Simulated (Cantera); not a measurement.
# Thermodynamics of abatement and gas-phase synthesis, feed HCl + O2

A closed system holds: 1 mol HCl, 0.025 mol O2, held at 673.15 K and 11.0 bar.

Cantera equilibrium calculation (NASA polynomials, part measured and part estimated; ideal gas, pure solids and liquids). Candidate condensed phases: H2O; 14 gas species. Equilibrium is a limit: real reactors are often held back by kinetics, nucleation or transport.

- x(HCl) = 0.900
- x(Cl2) = 0.0500
- x(H2O) = 0.0500
- gas amount = 1.000 mol
